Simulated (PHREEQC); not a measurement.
Consider water at 25 °C with 0.25 mol/kgw Na2S. Closed to the air; pH follows from the charge balance.

Computed with PHREEQC (ion-association model, phreeqc.dat).

```yaml
pH: 12.71
ionic_strength: 0.665 mol/kgw
activity_of_water: 0.986
specific_conductance: 40500 µS/cm
total_alkalinity: 500 meq/kg
```

| species | molality | activity | log γ |
|---|---|---|---|
| Na+ | 0.500 | 0.359 | -0.144 |
| S-2 | 0.166 | 0.0322 | -0.711 |
| OH- | 0.0845 | 0.0515 | -0.215 |
| HS- | 0.0845 | 0.0515 | -0.215 |
| H2S | 7.48e-8 | 8.72e-8 | 0.067 |

Precipitation was switched off in this run. With this much S-2 the pH rests on the database's HS-/S-2 constant; if that pK is higher, the solution is more alkaline. The database's pK near 12.9 for HS-/S-2 is now thought far too low, so its S-2 is overstated.
